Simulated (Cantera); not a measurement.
Feed: 1 mol Al, 0.97 mol H2O, 1.1 mol H2, 1.9 mol O2, equilibrated at 1998.15 K and 0.000360 bar.

Method: chemical equilibrium by Gibbs-energy minimisation in Cantera with the NASA 1993 tables (ideal gas, pure condensed phases). Candidate condensed phases: Al, Al2O3, H2O; 19 gas species. Equilibrium is a limit: real reactors are often held back by kinetics, nucleation or transport.

Q: What is the equilibrium state?

A: 
| Quantity | Value |
|---|---|
| x(H2O) | 0.697 |
| x(O2) | 0.213 |
| x(OH) | 0.0390 |
| x(H2) | 0.0227 |
| x(O) | 0.0160 |
| x(H) | 0.0127 |
| x(AlO2H) | 1.22e-5 |
| x(HO2) | 1.04e-6 |
| n(Al2O3(s)) | 0.500 mol |
| gas amount | 2.777 mol |
| log10 activity of Al(l) (absent) | -10.43 |
